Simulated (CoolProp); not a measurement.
Vapour pressure (MPa) of c-C4F8 (RC318): the reference equation beside estimates from Tc = 115.2 °C, pc = 2.778 MPa, ω = 0.355. Clausius-Clapeyron is anchored at 31.15 °C with a constant enthalpy of vaporisation of 20.29 kJ/mol.

Model: reference Helmholtz-energy equation of state, Platzer 1990, in CoolProp. This equation is an older, rougher fit; its heat capacities, sound speeds and derivatives of the liquid may be far off and weren't checked against measurements.

```csv
T (°C),reference,Lee-Kesler,Clausius-Clapeyron,van der Waals,Redlich-Kwong,Soave-Redlich-Kwong,Peng-Robinson
15.95,0.2316,0.2319,0.2484,0.7564,0.3997,0.2319,0.2301
18.95,0.2564,0.2567,0.2709,0.7953,0.4329,0.2569,0.2546
22.05,0.2841,0.2845,0.2957,0.8368,0.4692,0.2848,0.2821
25.05,0.3130,0.3135,0.3214,0.8782,0.5063,0.3140,0.3107
28.15,0.3452,0.3457,0.3496,0.9224,0.5468,0.3465,0.3427
31.15,0.3787,0.3792,0.3787,0.9664,0.5880,0.3803,0.3759
34.15,0.4145,0.4150,0.4095,1.012,0.6314,0.4166,0.4116
37.25,0.4542,0.4547,0.4433,1.060,0.6785,0.4568,0.4511
40.25,0.4953,0.4957,0.4779,1.108,0.7263,0.4985,0.4921
43.35,0.5406,0.5409,0.5158,1.159,0.7780,0.5444,0.5373
46.35,0.5873,0.5875,0.5545,1.210,0.8305,0.5919,0.5840
49.45,0.6387,0.6388,0.5968,1.264,0.8872,0.6441,0.6354
52.45,0.6915,0.6915,0.6398,1.318,0.9445,0.6978,0.6884
55.55,0.7495,0.7493,0.6867,1.375,1.006,0.7569,0.7466
```

Absolute difference from the reference over all 14 rows, mean and median: Lee-Kesler 0.1 and 0.1 %, Clausius-Clapeyron 4.3 and 4.3 %, van der Waals 144.8 and 138.8 %, Redlich-Kwong 51.8 and 50.9 %, Soave-Redlich-Kwong 0.5 and 0.5 %, Peng-Robinson 0.6 and 0.7 %.
